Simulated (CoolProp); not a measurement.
Aqueous potassium carbonate as a coolant, 7 % by mass, freezing at -2.4 °C, 1 atm.

Computed with CoolProp (Melinder's fits for secondary coolants).

| T (°C) | viscosity (mPa s) | cp (kJ/(kg K)) | Prandtl number | conductivity (W/(m K)) |
|---|---|---|---|---|
| -0.1 | 2.02 | 3.788 | 13.7 | 0.558 |
| 5.5 | 1.71 | [?] | 11.4 | 0.568 |
| 11 | 1.46 | 3.803 | 9.66 | [?] |
| 16.6 | 1.27 | [?] | [?] | 0.586 |
| 22.2 | 1.12 | [?] | 7.16 | 0.595 |
| 27.8 | [?] | 3.829 | [?] | 0.605 |
| 33.3 | 0.884 | 3.839 | 5.52 | 0.614 |

What belongs in the gaps?


- 5.5, cp (kJ/(kg K)): 3.795
- 11, conductivity (W/(m K)): 0.577
- 16.6, cp (kJ/(kg K)): 3.811
- 16.6, Prandtl number: 8.26
- 22.2, cp (kJ/(kg K)): 3.820
- 27.8, viscosity (mPa s): 0.988
- 27.8, Prandtl number: 6.26
